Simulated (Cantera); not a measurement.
Mixture: CH4 : O2 : N2 = 1 : 1.43 : 5.37 (molar parts), equivalence ratio 1.4, at 4.34 atm, adiabatic and at constant pressure. Ignition delay is the time to a rise of 400 K.

Detailed kinetics in Cantera: GRI-Mech 3.0 (53 species, 325 reactions).

```json
[
 {"quantity": "delay at 1100 K", "before": "53.7 ms", "after": "51.4 ms"},
 {"quantity": "delay at 1150 K", "before": "26.6 ms", "after": "25.3 ms"},
 {"quantity": "delay at 1200 K", "before": "13.6 ms", "after": "12.9 ms"},
 {"quantity": "delay at 1250 K", "before": "7.20 ms", "after": "6.76 ms"},
 {"quantity": "delay at 1300 K", "before": "3.91 ms", "after": "3.66 ms"},
 {"quantity": "delay at 1350 K", "before": "2.18 ms", "after": "2.03 ms"},
 {"quantity": "delay at 1400 K", "before": "1.25 ms", "after": "1.15 ms"},
 {"quantity": "apparent activation energy between 1300 and 1400 K", "before": "170 kJ/mol", "after": "170 kJ/mol"}
]
```

Task: Name the change that produced these shifts.
A. pressure from 4.34 atm to 9.87 atm
B. constant volume in place of constant pressure
C. pressure from 4.34 atm to 0.316 atm
D. CH4 1 to 0.62 parts

Result: B, constant volume in place of constant pressure
